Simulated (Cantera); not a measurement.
A closed system holds: 1 mol TEOS, 44 mol N₂O, at 1848.15 K and 18000 Pa.

Method: chemical equilibrium by Gibbs-energy minimisation in Cantera with the NASA 1993 tables (ideal gas, pure condensed phases). The feed counts by its element totals alone. The tables hold silica as quartz up to 1696 K and as liquid above; real silica turns to tridymite and cristobalite and melts near 1996 K. Gases not in the tables: Si(OH)₄. Equilibrium is a limit: real reactors are often held back by kinetics, nucleation or transport.

| species | before | after |
|---|---|---|
| N₂ | 0.609 | 0.608 |
| H₂O | 0.138 | 0.137 |
| O₂ | 0.137 | 0.136 |
| NO | 0.00346 | 0.00504 |
| OH | 0.00148 | 0.00291 |
| CO₂ | 0.111 | 0.110 |
| H | 1.07e-5 | 4.66e-5 |
| CO | 0.000236 | 0.000755 |
| O | 0.000165 | 0.000478 |
| H₂ | 7.33e-5 | 0.000209 |
| SiO₂(condensed), mol | 1.000 | 1.000 |
Gas species are given as mole fractions.

Which change was made?
(A) temperature from 1848.15 K to 1548.15 K
(B) pressure from 18000 Pa to 25.0 Pa
(C) temperature from 1848.15 K to 673.15 K
(D) temperature from 1848.15 K to 1975 K

D, temperature from 1848.15 K to 1975 K
